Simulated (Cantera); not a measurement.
Input: 1 mol Si₃N₄, 0.13 mol Si, 0.011 mol N₂, at 2673 K and 9.75 Torr.

Equilibrium computed with Cantera from the NASA thermochemical tables; the gas is ideal and each condensed phase is pure. Candidate condensed phases: Si, Si₃N₄; 7 gas species. The tables' values for SiN are old estimates; treat these amounts as uncertain. The numbers say what is thermodynamically allowed, not how fast it happens.

Base state: Si 0.590, N₂ 0.395, Si₂ 0.00964, SiN 0.00334, Si₂N 0.00128, Si₃ 0.000755 (mole fractions); condensed: gas only.

### Question
What changes in the equilibrium state with this change: 0.0076 mol HF added?

### Answer
| species | before | after |
|---|---|---|
| Si | 0.590 | 0.588 |
| N₂ | 0.395 | 0.394 |
| Si₂ | 0.00964 | 0.00957 |
| SiF | 0 | 0.00146 |
| H | 0 | 0.00143 |
| SiH | 0 | 4.40e-5 |
| SiF₂ | 0 | 1.78e-5 |
| H₂ | 0 | 1.01e-5 |
| Si₃ | 0.000755 | 0.000747 |
| Si₂N | 0.00128 | 0.00127 |
The tables' values for SiN, SiF, SiF₂ are old estimates; treat these amounts as uncertain.
